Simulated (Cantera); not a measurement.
An adiabatic, constant-volume homogeneous reactor starts with 7.55 % CH4, 2.19 % H2, 9.51 % O2, 80.8 % N2, equivalence ratio 1.7, at 1175 K and 4.93 atm.

Computed with Cantera and GRI-Mech 3.0 (53 species, 325 reactions).

Predict: time of steepest temperature rise; temperature at 0.100 s; equilibrium temperature; x(H2) at 0.100 s; x(O2) at 0.100 s; x(H2O) at 0.100 s.


```json
{
 "time_of_steepest_temperature_rise": "3.78 ms",
 "temperature at 0.100 s": "2214 K",
 "equilibrium_temperature": "2214 K",
 "x(H2) at 0.100 s": "0.0693 (gas-phase equilibrium 0.0693)",
 "x(O2) at 0.100 s": "2.91e-7 (gas-phase equilibrium 2.91e-7)",
 "x(H2O) at 0.100 s": "0.0940 (gas-phase equilibrium 0.0940)"
}
```
